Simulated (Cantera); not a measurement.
Input: 1 mol SiHCl3, 0.52 mol Cl2, 8 mol N2, held at 1252 °C and 1.30 bar.

Method: chemical equilibrium by Gibbs-energy minimisation in Cantera with the NASA 1993 tables (ideal gas, pure condensed phases). Candidate condensed phases: NH4Cl, Si, Si3N4; 28 gas species. The tables' values for SiCl3 are old estimates; treat these amounts as uncertain. The numbers say what is thermodynamically allowed, not how fast it happens.

Base state: N2 0.818, HCl 0.0855, SiCl4 0.0720, SiCl3 0.0108, H2 0.00858, SiCl2 0.00484, SiHCl3 0.000816, Cl 1.54e-5 (mole fractions); condensed: Si3N4(s).

Question: What changes in the equilibrium state with this change: temperature from 1252 °C to 1175 °C?

Answer: 
```csv
species,before,after
N2,0.818,0.820
HCl,0.0855,0.0856
SiCl4,0.0720,0.0779
SiCl3,0.0108,0.00580
SiCl2,0.00484,0.00159
Cl,1.54e-5,6.01e-6
SiHCl3,0.000816,0.000688
"Si3N4(s), mol",0.0484,0.0576
```
N2 is the only nitrogen source here; it is nearly inert below about 1500 K, so the nitride shown seldom forms there in practice.

Question: What changes in the equilibrium state with this change: 0.17 mol HF added?

Answer: 
```csv
species,before,after
N2,0.818,0.805
HCl,0.0855,0.0954
SiCl4,0.0720,0.0680
H2,0.00858,0.0111
SiCl3,0.0108,0.0104
SiF4,0,0.00392
HF,0,0.000527
"Si3N4(s), mol",0.0484,0.0438
```
The tables' values for SiCl3, SiF3, SiF2 are old estimates; treat these amounts as uncertain.
